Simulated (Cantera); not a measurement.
Input (Python, Cantera) and output of one run.

```python
import numpy as np
import cantera as ct

gas_names = """
    Cr CrN CrO CrO2 CrO3 H HNO HNO2 HNO3 HO2 H2 H2O H2O2 N NH NH2 NH3 NH2OH NO NO2 NO3 N2 N2H2 N2H4 N2O
    O OH O2 O3
""".split()
cond_names = """
    Cr(cr) Cr(L) CrN(s) Cr2N(s) Cr2O3(s) Cr2O3(L) H2O(s) H2O(L)
""".split()


# ... load() reads the species with a 1 bar reference pressure and builds the phases ...
atoms = {
    'Cr': {'Cr': 1},
    'H2O': {'H': 2, 'O': 1},
    'N2': {'N': 2},
}
top_T = {'CrN(s)': 1900, 'Cr2N(s)': 1900}  # K; cautious upper limits of use, not melting points


# ... equilibrate(T, P, feed) seeds the gas with the atoms and calls Mixture.equilibrate('TP', solver="vcs", rtol=1e-11, max_steps=5000) ...
results = []
T = 1100  # K
P = 9700  # Pa
for m in [0.69, 1.2, 2, 3.5, 6.1, 10, 18, 31]:
    feed = {'Cr': 1, 'H2O': 1.9, 'N2': m}  # mol
    mix = equilibrate(T, P, feed)
    results.append((T, P, feed, dict(zip(mix.species_names, mix.species_moles))))

top = {s: max(r[3][s] / sum(r[3][g] for g in gas_names) for r in results) for s in gas_names}
cols = sorted((s for s in top if top[s] > 1e-06), key=lambda s: -top[s])[:5]
seen = [c for c in cond_names if any(r[3].get(c, 0) > 1e-12 for r in results)]
print("log10 of partial pressures in bar; condensed amounts in mol")
print(f"{'n(N2)':>10s}" + "".join(f"{s[:9]:>10s}" for s in cols + seen))
for T, P, feed, n in results:
    ng = sum(n[g] for g in gas_names)
    print(f"{feed['N2']:10.4g}" + "".join(f"{np.log10(max(n[s] / ng * P / 1e5, 1e-99)):10.3f}" for s in cols)
          + "".join(f"{n.get(c, 0):10.4g}" for c in seen))
```

Result:

```
log10 of partial pressures in bar; condensed amounts in mol
     n(N2)        N2        H2       H2O       NH3  Cr2O3(s)
      0.69    -1.588    -1.250    -1.824    -6.167       0.5
       1.2    -1.425    -1.329    -1.903    -6.203       0.5
         2    -1.303    -1.428    -2.002    -6.292       0.5
       3.5    -1.202    -1.570    -2.144    -6.453       0.5
       6.1    -1.131    -1.740    -2.314    -6.674       0.5
        10    -1.089    -1.913    -2.487    -6.911       0.5
        18    -1.057    -2.136    -2.710    -7.230       0.5
        31    -1.039    -2.354    -2.928    -7.549       0.5
```

Method: chemical equilibrium by Gibbs-energy minimisation in Cantera with the NASA 1993 tables (ideal gas, pure condensed phases).
